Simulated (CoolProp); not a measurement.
Computed with CoolProp (reference Helmholtz-energy equation of state, Thol 2018).

Problem. For hydrogen chloride, give the phase and the Joule-Thomson coefficient (K/MPa) at 625.8 K and 54.4 bar; 569.1 K and 5.56 bar.

Solution. 
- 625.8 K and 54.4 bar: gas; Joule-Thomson coefficient 3.37
- 569.1 K and 5.56 bar: gas; Joule-Thomson coefficient 4.45
